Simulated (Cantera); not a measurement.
Moist CO burnout

An isothermal, constant-pressure homogeneous reactor starts with CO : O2 : H2O : N2 = 0.0027 : 0.0058 : 0.00015 : 1 (molar parts), at 950 K and 610000 Pa.

Cantera simulation using GRI-Mech 3.0 (53 species, 325 reactions); the numbers are that mechanism's predictions, not measurements.

```json
[
 {"t (s)": "0.000200", "x CO": "0.00268", "x O2": "0.00575", "x H2O": "0.000149", "x H": "<1e-12", "x HO2": "<1e-12", "x NO": "<1e-12", "x O": "5.59e-12"},
 {"t (s)": "0.000928", "x CO": "0.00268", "x O2": "0.00575", "x H2O": "0.000149", "x H": "<1e-12", "x HO2": "<1e-12", "x NO": "<1e-12", "x O": "2.03e-11"},
 {"t (s)": "0.00431", "x CO": "0.00268", "x O2": "0.00575", "x H2O": "0.000149", "x H": "<1e-12", "x HO2": "5.04e-12", "x NO": "<1e-12", "x O": "4.02e-11"},
 {"t (s)": "0.0200", "x CO": "0.00268", "x O2": "0.00575", "x H2O": "0.000149", "x H": "<1e-12", "x HO2": "3.19e-11", "x NO": "<1e-12", "x O": "4.25e-11"},
 {"t (s)": "0.0928", "x CO": "0.00268", "x O2": "0.00575", "x H2O": "0.000149", "x H": "<1e-12", "x HO2": "1.60e-10", "x NO": "<1e-12", "x O": "4.41e-11"},
 {"t (s)": "0.431", "x CO": "0.00268", "x O2": "0.00575", "x H2O": "0.000149", "x H": "<1e-12", "x HO2": "8.23e-10", "x NO": "<1e-12", "x O": "5.27e-11"},
 {"t (s)": "2.00", "x CO": "0.00268", "x O2": "0.00575", "x H2O": "0.000149", "x H": "3.80e-12", "x HO2": "5.75e-9", "x NO": "<1e-12", "x O": "1.16e-10"},
 {"t (s)": "9.28", "x CO": "0.00263", "x O2": "0.00572", "x H2O": "0.000149", "x H": "2.88e-11", "x HO2": "4.21e-8", "x NO": "<1e-12", "x O": "5.71e-10"},
 {"t (s)": "43.1", "x CO": "0.00226", "x O2": "0.00554", "x H2O": "0.000149", "x H": "2.91e-11", "x HO2": "4.68e-8", "x NO": "<1e-12", "x O": "6.24e-10"},
 {"t (s)": "200", "x CO": "0.00108", "x O2": "0.00495", "x H2O": "0.000149", "x H": "1.72e-11", "x HO2": "4.65e-8", "x NO": "1.20e-11", "x O": "5.95e-10"}
]
```
x: mole fraction; the columns are a selection and need not sum to one.

Equilibrium at this temperature and pressure: CO <1e-12, O2 0.00442, H2O 0.000149, H <1e-12, HO2 1.34e-12, NO 2.87e-6, O <1e-12 (gas phase only).
